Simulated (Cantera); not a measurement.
Charge: 1 mol CH3SiCl3, 2 mol CH4, 36 mol H2, at 188 Torr.

Equilibrium computed with Cantera from the NASA thermochemical tables; the gas is ideal and each condensed phase is pure. Candidate condensed phases: C, C6H6, C7H8, C8H18, Si, SiC; 109 gas species. The feed counts by its element totals alone. The tables' values for SiCl are old estimates; treat these amounts as uncertain. The numbers say what is thermodynamically allowed, not how fast it happens.

At 2048 K, list the 7 most abundant gas species with their mole fractions, and the condensed phases.

H2 0.926, HCl 0.0679, H 0.00431, C2H2 (acetylene) 0.000971, SiCl2 0.000735, Cl 0.000234, CH4 8.03e-5. Condensed: C(graphite) + SiC(s).
